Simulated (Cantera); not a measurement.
**Equilibrium for silicon epitaxy and polysilicon growth: SiH4 + N2 + HCl**

Charge: 1 mol SiH4, 9 mol N2, 0.46 mol HCl, at 975 K and 78000 Pa.

Cantera equilibrium calculation (NASA polynomials, part measured and part estimated; ideal gas, pure solids and liquids). Candidate condensed phases: NH4Cl, Si, Si3N4; 28 gas species. N2 is the only nitrogen source here; it is nearly inert below about 1500 K, so the nitride shown seldom forms there in practice. Equilibrium is a limit: real reactors are often held back by kinetics, nucleation or transport.

```json
{
 "x(N2)": "0.772",
 "x(H2)": "0.185",
 "x(HCl)": "0.0425",
 "x(NH3)": "3.77e-5",
 "x(SiCl4)": "3.46e-5",
 "n(Si3N4(s))": "0.333 mol",
 "gas_amount": "10.79 mol",
 "log10 activity of Si(s) (absent)": "-7.38"
}
```
